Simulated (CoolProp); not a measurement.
Vapour-liquid equilibrium of R22 (1) + R142b (2) at 274.8 K; x and y are mole fractions of (1).

Computed with CoolProp (multi-fluid Helmholtz-energy mixture model, Kamei 1995 and Lemmon 2006; pair parameters Bell 2016).

```tsv
x	bubble pressure (MPa)	y at the bubble point	dew pressure at overall composition x (MPa)	liquid density (mol/L)
0.05	0.1710	0.140	0.1595	11.75
0.15	0.2045	0.347	0.1724	12.02
0.25	0.2377	0.497	0.1874	12.30
0.35	0.2715	0.613	0.2051	12.60
0.45	0.3063	0.707	…	…
0.55	0.3427	0.784	0.2520	13.22
0.65	0.3808	0.849	0.2841	13.54
0.75	0.4206	0.903	…	13.88
0.85	…	0.948	0.3816	14.22
0.95	0.5041	0.984	0.4645	14.58
```

Q: Complete the blanks.

A: 
- 0.45, dew pressure at overall composition x (MPa): 0.2262
- 0.45, liquid density (mol/L): 12.90
- 0.75, dew pressure at overall composition x (MPa): 0.3255
- 0.85, bubble pressure (MPa): 0.4619

No azeotrope shows between x = 0.05 and 0.95.

The pair parameters rest on a limited set of measurements; away from them the model extrapolates.
